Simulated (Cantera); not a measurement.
A Cantera script and its output.

```python
import numpy as np
import cantera as ct

gas = ct.Solution("gri30.yaml")
gas.TPX = 1050, 25000, {'H2': 1, 'O2': 0.806, 'N2': 3.03, 'NO': 0.36}
reactor = ct.IdealGasConstPressureReactor(gas, energy="on", clone=False)
net = ct.ReactorNet([reactor])
net.rtol, net.atol = 1e-08, 1e-16
show = ['H2', 'O2', 'NO', 'H2O2', 'O', 'NO2']
times = np.geomspace(9e-06, 1, 11)

steps = ct.SolutionArray(gas, extra=["t"])
rows = []
print(f"{'t/s':>10s}{'T/K':>9s}{'P/Pa':>11s}" + "".join(f"{s:>11s}" for s in show))
for t in times:
    while net.time < t:
        t_next = net.step()
        steps.append(gas.state, t=t_next)
    rows.append([np.interp(t, steps.t, y) for y in (steps.T, steps.P, *steps(*show).X.T)])
    print(f"{t:10.3e}{rows[-1][0]:9.1f}{rows[-1][1]:11.4g}" + "".join(f"{x:11.3e}" for x in rows[-1][2:]))
rate = np.gradient(steps.T, steps.t)
print("integrator steps:", len(steps.t))
if steps.T.max() > steps.T[0] + 200:
    print(f"time of steepest temperature rise: {steps.t[rate.argmax()]:.4e} s")
gas.TPX = 1050, 25000, {'H2': 1, 'O2': 0.806, 'N2': 3.03, 'NO': 0.36}
gas.equilibrate("HP")
print(f"equilibrium (HP): T = {gas.T:.1f} K  " + "  ".join(f"{s} {gas[s].X[0]:.3e}" for s in show))
```

Result:

```
       t/s      T/K       P/Pa         H2         O2         NO       H2O2          O        NO2
 9.000e-06   1050.0    2.5e+04  1.925e-01  1.551e-01  6.928e-02  1.882e-14  7.039e-11  2.192e-10
 2.876e-05   1050.0    2.5e+04  1.925e-01  1.551e-01  6.928e-02  8.695e-14  3.718e-10  9.271e-10
 9.192e-05   1050.0    2.5e+04  1.925e-01  1.551e-01  6.928e-02  1.075e-12  8.061e-09  9.929e-09
 2.937e-04   1051.1    2.5e+04  1.918e-01  1.548e-01  6.926e-02  6.333e-09  4.964e-05  1.777e-05
 9.387e-04   2066.2    2.5e+04  1.428e-02  6.380e-02  7.345e-02  1.133e-07  1.195e-02  5.059e-06
 3.000e-03   2318.6    2.5e+04  4.498e-03  6.462e-02  7.132e-02  1.097e-07  3.493e-03  1.898e-05
 9.587e-03   2341.6    2.5e+04  4.017e-03  6.790e-02  6.457e-02  1.282e-07  3.276e-03  1.955e-05
 3.064e-02   2367.9    2.5e+04  4.342e-03  7.657e-02  4.589e-02  1.439e-07  4.033e-03  1.429e-05
 9.791e-02   2403.8    2.5e+04  4.840e-03  8.905e-02  1.878e-02  1.665e-07  5.307e-03  6.031e-06
 3.129e-01   2412.3    2.5e+04  4.967e-03  9.213e-02  1.206e-02  1.721e-07  5.655e-03  3.899e-06
 1.000e+00   2412.4    2.5e+04  4.968e-03  9.215e-02  1.201e-02  1.722e-07  5.657e-03  3.883e-06
integrator steps: 1548
time of steepest temperature rise: 4.2776e-04 s
equilibrium (HP): T = 2412.4 K  H2 4.968e-03  O2 9.215e-02  NO 1.201e-02  H2O2 1.722e-07  O 5.657e-03  NO2 3.883e-06
```

Model: GRI-Mech 3.0 (53 species, 325 reactions), integrated in Cantera. The mechanism lacks 2 NO + O2 → 2 NO2 and HONO, so NO2 and the effect of NO are under-described below about 1400 K.
